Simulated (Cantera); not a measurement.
Feed: 1 mol C2H5OH, 0.18 mol CO2, 38 mol H2, held at 1.00 bar.

Method: chemical equilibrium by Gibbs-energy minimisation in Cantera with the NASA 1993 tables (ideal gas, pure condensed phases). Candidate condensed phases: C, C6H6, C7H8, C8H18, H2O; 110 gas species. Kinetics and transport are ignored.

Over these rows the condensed part is C(graphite). Partial pressures as log10 of bar:

```json
[
 {"T (K)": "1498", "1000/T (1/K)": "0.6676", "log p H2O": "-4.27", "log p H2": "-0.02", "log p CO": "-1.49"},
 {"T (K)": "1648", "1000/T (1/K)": "0.6068", "log p H2O": "?", "log p H2": "-0.01", "log p CO": "-1.49"},
 {"T (K)": "1798", "1000/T (1/K)": "0.5562", "log p H2O": "-5.05", "log p H2": "-0.01", "log p CO": "-1.49"},
 {"T (K)": "1948", "1000/T (1/K)": "0.5133", "log p H2O": "-5.35", "log p H2": "-0.02", "log p CO": "-1.49"},
 {"T (K)": "2098", "1000/T (1/K)": "0.4766", "log p H2O": "-5.60", "log p H2": "-0.02", "log p CO": "-1.49"},
 {"T (K)": "2248", "1000/T (1/K)": "0.4448", "log p H2O": "-5.82", "log p H2": "-0.02", "log p CO": "-1.49"}
]
```

Fit log p(H2O) = a + b·(1000/T) to the five rows, give the apparent enthalpy, and predict the row at 1648 K.

Means: 1000/T = 0.5317, log p = -5.218. Sxy = 0.208740, Sxx = 0.0299952, so b = 6.96 and a = -5.218 − (6.96)×0.5317 = -8.92.
Apparent enthalpy: −19.145 × (6.96) = -133 kJ/mol. With the condensed phases at unit activity, H2(g) + CO(g) = H2O(g) + C(graphite) links this pressure to the main gases: over the six rows their terms move log p by +0.00 in all, so the slope is close to that reaction's ΔH°. The five rows lie within 0.01 of the line.
Prediction at 1648 K: -8.92 + (6.96)×0.6068 = -4.70. The computed value is -4.69, 0.01 from the line.
